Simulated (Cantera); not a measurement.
**Gas-phase reforming**

An isothermal, constant-pressure homogeneous reactor starts with CH₄ : CO₂ : H₂ = 1 : 4.8 : 0.35 (molar parts), at 1600 K and 1.10 bar.

Model: GRI-Mech 3.0 (53 species, 325 reactions), integrated in Cantera.

| t (s) | x CH₄ | x CO₂ | x H₂ | x HO₂ | x C₂H₄ |
|---|---|---|---|---|---|
| 2.00e-6 | 0.163 | 0.780 | 0.0569 | <1e-12 | 5.99e-12 |
| 7.87e-6 | 0.163 | 0.780 | 0.0569 | <1e-12 | 7.09e-10 |
| 3.10e-5 | 0.163 | 0.780 | 0.0569 | <1e-12 | 5.21e-8 |
| 0.000122 | 0.162 | 0.780 | 0.0569 | <1e-12 | 2.81e-6 |
| 0.000479 | 0.162 | 0.780 | 0.0569 | <1e-12 | 6.90e-5 |
| 0.00189 | 0.159 | 0.777 | 0.0569 | <1e-12 | 0.000791 |
| 0.00742 | 0.148 | 0.760 | 0.0591 | <1e-12 | 0.00252 |
| 0.0292 | 0.113 | 0.693 | 0.0623 | <1e-12 | 0.00207 |
| 0.115 | 0.0458 | 0.531 | 0.0439 | <1e-12 | 0.000864 |
| 0.452 | 0.0109 | 0.398 | 0.0531 | <1e-12 | 0.000304 |
| 1.78 | 0.00599 | 0.313 | 0.0821 | <1e-12 | 0.000106 |
| 7.00 | 0.000714 | 0.279 | 0.0980 | <1e-12 | 1.78e-6 |
x: mole fraction; the columns are a selection and need not sum to one.

Equilibrium at this temperature and pressure: CH₄ 3.76e-9, CO₂ 0.277, H₂ 0.0990, HO₂ <1e-12, C₂H₄ <1e-12 (gas phase only).
